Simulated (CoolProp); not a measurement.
The numbers come from the reference Helmholtz-energy equation of state, Span 1996 in CoolProp.

Q: Give the vapour pressure (MPa), vapour density (kg/m³), liquid cp (kJ/(kg K)), liquid viscosity (µPa s) of saturated carbon dioxide at -51.15, -7.95 °C.

A: 
```tsv
T (°C)	p (MPa)	vapour density (kg/m³)	liquid cp (kJ/(kg K))	liquid viscosity (µPa s)
-51.15	0.651	17.1	1.97	231
-7.95	2.81	75.9	2.35	115
```

Viscosity comes from a separate model (Laesecke 2017).
